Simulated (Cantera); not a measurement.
Feed: 1 mol SiH4, 0.064 mol C2H2, 130 mol H2, held at 2250 K and 1.00 bar.

Cantera equilibrium calculation (NASA polynomials, part measured and part estimated; ideal gas, pure solids and liquids). Candidate condensed phases: C, C6H6, C7H8, C8H18, Si, SiC; 87 gas species. Mutual solubility and eutectic melting of coexisting phases are not modelled. Gases not in the tables: Si2H6 and higher silanes. Rates play no part.

Base state: H2 0.991, H 0.00739, Si 0.000592, SiH2 0.000372, SiH 0.000237, C2H2 (acetylene) 5.15e-5, Si2C 4.11e-5, CH4 2.90e-5 (mole fractions); condensed: Si(l) + SiC(s).

Question: What changes in the equilibrium state with this change: temperature from 2250 K to 1048 K?

Answer: 
```json
[
 {"species": "H2", "before": "0.991", "after": "1.000"},
 {"species": "CH4", "before": "2.90e-5", "after": "3.40e-5"},
 {"species": "H", "before": "0.00739", "after": "7.73e-9"},
 {"species": "Si", "before": "0.000592", "after": "<1e-9"},
 {"species": "SiH2", "before": "0.000372", "after": "<1e-9"},
 {"species": "SiH", "before": "0.000237", "after": "<1e-9"},
 {"species": "C2H2 (acetylene)", "before": "5.15e-5", "after": "<1e-9"},
 {"species": "Si(l), mol", "before": "0.722", "after": "0"},
 {"species": "SiC(s), mol", "before": "0.104", "after": "0.124"},
 {"species": "Si(s), mol", "before": "0", "after": "0.876"}
]
```
